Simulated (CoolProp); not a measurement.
Carbon dioxide along the isotherm 247.3 K: fugacity coefficient from the reference equation and from simpler models built on Tc = 304.1 K, pc = 7377 kPa, ω = 0.224; each cubic takes its own stable root.

Model: reference Helmholtz-energy equation of state, Span 1996, in CoolProp.

```
p (kPa)   phase  reference  van der Waals  Soave-Redlich-Kwong  Peng-Robinson
-------  ------  ---------  -------------  -------------------  -------------
11.7        gas     0.9989         0.9992               0.9990         0.9989
17.1        gas     0.9984         0.9989               0.9985         0.9984
25.1        gas     0.9977         0.9984               0.9978         0.9976
36.9        gas     0.9966         0.9976               0.9968         0.9965
54.1        gas     0.9950         0.9964               0.9952         0.9949
79.5        gas     0.9927         0.9948               0.9930         0.9925
117         gas     0.9893         0.9923               0.9897         0.9890
171         gas     0.9843         0.9888               0.9850         0.9839
251         gas     0.9770         0.9835               0.9780         0.9764
369         gas     0.9662         0.9758               0.9677         0.9654
541         gas     0.9505         0.9645               0.9526         0.9494
795         gas     0.9273         0.9479               0.9305         0.9259
1170        gas     0.8931         0.9233               0.8979         0.8914
1710     liquid     0.8151         0.8879               0.8250         0.8084
2510     liquid     0.5643         0.8348               0.5722         0.5595
3690     liquid     0.3931         0.6734               0.3996         0.3895
```

At some of these states van der Waals gives the other phase, because its saturation line lies elsewhere.
